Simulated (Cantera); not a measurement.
Feed: 1 mol TiO₂, 0.66 mol H₂, 0.081 mol H₂O, at 1900 K and 14.0 Pa.

Method: chemical equilibrium by Gibbs-energy minimisation in Cantera with the NASA 1993 tables (ideal gas, pure condensed phases). Candidate condensed phases: H₂O, Ti, TiO, TiO₂, Ti₂O₃, Ti₃O₅, Ti₄O₇; 12 gas species. Mutual solubility and eutectic melting of coexisting phases are not modelled. Condensed phases not in the tables: Magnéli phases beyond Ti₄O₇. Rates play no part.

Base state: H₂ 0.802, H₂O 0.137, H 0.0601, OH 0.000844, TiO₂ 0.000225, O 4.75e-5, TiO 1.26e-5 (mole fractions); condensed: TiO₂(rutile) + Ti₄O₇(s).

**Question.** What changes in the equilibrium state with this change: H₂O from 0.081 to 0.29 mol?

**Answer.** 
| species | before | after |
|---|---|---|
| H₂ | 0.802 | 0.649 |
| H₂O | 0.137 | 0.294 |
| H | 0.0601 | 0.0540 |
| TiO₂ | 0.000225 | 0.000225 |
| O₂ | 3.54e-6 | 2.49e-5 |
| O | 4.75e-5 | 0.000126 |
| TiO | 1.26e-5 | 4.76e-6 |
| TiO₂(rutile), mol | 0.902 | 1.000 |
| Ti₄O₇(s), mol | 0.0245 | 0 |
